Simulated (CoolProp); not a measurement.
Vapour-liquid equilibrium of n-butane (1) + cis-2-butene (2) at 74.15 °C; x and y are mole fractions of (1).

Model: multi-fluid Helmholtz-energy mixture model, Bücker 2006 and Lemmon 2005; pair parameters Bell 2016, in CoolProp.

```csv
x,"bubble pressure, mixture model (kPa)","bubble pressure, Raoult's law (kPa)","y, mixture model","y, Raoult's law"
0.05,821.6,818.3,0.056,0.054
0.125,831.2,823.9,0.138,0.135
0.2,839.7,829.5,0.217,0.214
0.275,847.3,835.1,0.293,0.293
0.35,854.0,840.7,0.368,0.370
0.425,860.0,846.2,0.442,0.447
0.5,865.3,851.8,0.516,0.522
0.575,870.0,857.4,0.588,0.596
0.65,874.2,863.0,0.661,0.670
0.725,878.0,868.6,0.734,0.742
0.8,881.4,874.2,0.806,0.814
0.875,884.5,879.8,0.879,0.884
0.95,887.3,885.4,0.952,0.954
```

The largest gap from Raoult's law is +1.6 % in bubble pressure, at x = 0.425. No azeotrope shows between x = 0.05 and 0.95.

The pair parameters rest on a limited set of measurements; away from them the model extrapolates.
